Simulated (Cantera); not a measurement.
Charge: 1 mol C6H6, 0.19 mol H2O, 0.21 mol CO2, equilibrated at 22.0 Pa.

Cantera equilibrium calculation (NASA polynomials, part measured and part estimated; ideal gas, pure solids and liquids). Candidate condensed phases: C, C6H6, C7H8, C8H18, H2O; 110 gas species. Rates play no part.

x: gas mole fraction; n: condensed amount in mol.

```tsv
T (K)	x H	x H2	x CO	x C3	x C	x C2	x C2H	n C(graphite)
2325	0.471	0.404	0.123	0.000120	5.69e-5	1.07e-5	0.000111	5.58
2375	0.548	0.333	0.116	0.000291	0.000124	2.62e-5	0.000185	5.57
2425	[?]	[?]	0.110	[?]	[?]	[?]	[?]	5.56
2475	0.686	0.204	0.105	0.00153	0.000535	0.000140	0.000454	5.54
2525	0.739	0.153	0.100	0.00332	0.00106	0.000307	0.000672	5.50
2575	0.780	0.112	0.0963	0.00701	0.00206	0.000655	0.000960	5.41
2625	0.806	[?]	0.0926	[?]	[?]	[?]	[?]	5.23
2675	0.815	0.0547	0.0888	0.0286	0.00716	0.00273	0.00178	4.88
2725	0.802	0.0363	0.0840	0.0556	0.0129	0.00535	0.00229	4.15
```

Problem. Some entries are withheld; supply them.

Solution. 
- 2625, x H2: 0.0792
- 2625, x C3: 0.0144
- 2625, x C: 0.00388
- 2625, x C2: 0.00135
- 2625, x C2H: 0.00133
- 2425, x H: 0.621
- 2425, x H2: 0.265
- 2425, x C3: 0.000678
- 2425, x C: 0.000261
- 2425, x C2: 6.16e-5
- 2425, x C2H: 0.000295
